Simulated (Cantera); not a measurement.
A perfectly stirred reactor is fed with 5.88 % CH₄, 94.1 % N₂, at 3.53 Torr; it is held at 1875 K, and followed from long to short residence time.

Computed with Cantera and GRI-Mech 3.0 (53 species, 325 reactions). GRI-Mech 3.0 stops at C3 and has no aromatics, soot or wall deposition, so with more carbon than oxygen in the feed, carbon stays in small species such as C2H2 where larger ones or solid carbon would form. Radical loss at walls, strong at low pressure, is not modelled.

One state of this run: x CH₄ = 0.0451; x C₂H₆ = 1.53e-6; x C₂H = 1.72e-7; x H = 5.68e-5; x C₂H₂ = 0.00413; x H₂ = 0.0162; x HCN = 3.28e-7. x: mole fraction; the columns are a selection and need not sum to one.

**Question.** Which value of τ (s) does it belong to?
A) 0.46
B) 0.055
C) 0.019
D) 0.00027

**Answer.** B, 0.055
